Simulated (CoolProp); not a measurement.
Sulfur dioxide at 239.76 K and 0.0128 MPa is compressed adiabatically to 0.0646 MPa with isentropic efficiency 0.6. Each further row changes one setting.

The numbers come from the reference Helmholtz-energy equation of state, Gao 2016 in CoolProp.

```tsv
case	work (kJ/kg)	final temperature (K)	final density (kg/m³)
as stated	99.8	397.2	1.26
efficiency 1	59.9	337.5	1.48
efficiency 0.65	92.1	385.9	1.30
```
